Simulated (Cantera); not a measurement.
An adiabatic, constant-volume homogeneous reactor starts with C3H8 : O2 : N2 = 1 : 6.85 : 25.8 (molar parts), equivalence ratio 0.73, at 1250 K and 500000 Pa. Integrator tolerance rtol = 1e-08.

Computed with Cantera and GRI-Mech 3.0 (53 species, 325 reactions). GRI-Mech 3.0 was tuned for natural gas; its chemistry of propane as a main component is partial and can be far from experiment.

What does this change do: C3H8 1 to 2.9 parts?


| quantity | before | after |
|---|---|---|
| time of steepest temperature rise | 0.963 ms | 1.02 ms |
| temperature at 0.500 s | 2819 K | 2683 K |
| equilibrium temperature | 2819 K | 2683 K |
| x(C3H8) at 0.500 s | <1e-12 (gas-phase equilibrium <1e-12) | <1e-12 (gas-phase equilibrium <1e-12) |
| x(O2) at 0.500 s | 0.0482 (gas-phase equilibrium 0.0482) | 4.67e-6 (gas-phase equilibrium 4.67e-6) |
| x(HCN) at 0.500 s | 5.63e-10 (gas-phase equilibrium 5.63e-10) | 2.50e-6 (gas-phase equilibrium 2.50e-6) |
| x(C2H6) at 0.500 s | <1e-12 (gas-phase equilibrium <1e-12) | <1e-12 (gas-phase equilibrium <1e-12) |
| x(CH2CO) at 0.500 s | <1e-12 (gas-phase equilibrium <1e-12) | 9.15e-12 (gas-phase equilibrium 1.01e-11) |
| x(C2H2) at 0.500 s | <1e-12 (gas-phase equilibrium <1e-12) | 1.30e-11 (gas-phase equilibrium 1.44e-11) |
| x(H2O) at 0.500 s | 0.103 (gas-phase equilibrium 0.103) | 0.0918 (gas-phase equilibrium 0.0918) |

What does this change do: initial temperature 1250 to 1225 K?


| quantity | before | after |
|---|---|---|
| time of steepest temperature rise | 0.963 ms | 1.52 ms |
| temperature at 0.500 s | 2819 K | 2808 K |
| equilibrium temperature | 2819 K | 2808 K |
| x(C3H8) at 0.500 s | <1e-12 (gas-phase equilibrium <1e-12) | <1e-12 (gas-phase equilibrium <1e-12) |
| x(O2) at 0.500 s | 0.0482 (gas-phase equilibrium 0.0482) | 0.0482 (gas-phase equilibrium 0.0482) |
| x(HCN) at 0.500 s | 5.63e-10 (gas-phase equilibrium 5.63e-10) | 5.10e-10 (gas-phase equilibrium 5.10e-10) |
| x(C2H6) at 0.500 s | <1e-12 (gas-phase equilibrium <1e-12) | <1e-12 (gas-phase equilibrium <1e-12) |
| x(CH2CO) at 0.500 s | <1e-12 (gas-phase equilibrium <1e-12) | <1e-12 (gas-phase equilibrium <1e-12) |
| x(C2H2) at 0.500 s | <1e-12 (gas-phase equilibrium <1e-12) | <1e-12 (gas-phase equilibrium <1e-12) |
| x(H2O) at 0.500 s | 0.103 (gas-phase equilibrium 0.103) | 0.103 (gas-phase equilibrium 0.103) |

What does this change do: 0.39 parts H2 added?


```csv
quantity,before,after
time of steepest temperature rise,0.963 ms,0.682 ms
temperature at 0.500 s,2819 K,2850 K
equilibrium temperature,2819 K,2850 K
x(C3H8) at 0.500 s,<1e-12 (gas-phase equilibrium <1e-12),<1e-12 (gas-phase equilibrium <1e-12)
x(O2) at 0.500 s,0.0482 (gas-phase equilibrium 0.0482),0.0436 (gas-phase equilibrium 0.0436)
x(HCN) at 0.500 s,5.63e-10 (gas-phase equilibrium 5.63e-10),8.54e-10 (gas-phase equilibrium 8.54e-10)
x(C2H6) at 0.500 s,<1e-12 (gas-phase equilibrium <1e-12),<1e-12 (gas-phase equilibrium <1e-12)
x(CH2CO) at 0.500 s,<1e-12 (gas-phase equilibrium <1e-12),<1e-12 (gas-phase equilibrium <1e-12)
x(C2H2) at 0.500 s,<1e-12 (gas-phase equilibrium <1e-12),<1e-12 (gas-phase equilibrium <1e-12)
x(H2O) at 0.500 s,0.103 (gas-phase equilibrium 0.103),0.111 (gas-phase equilibrium 0.111)
```
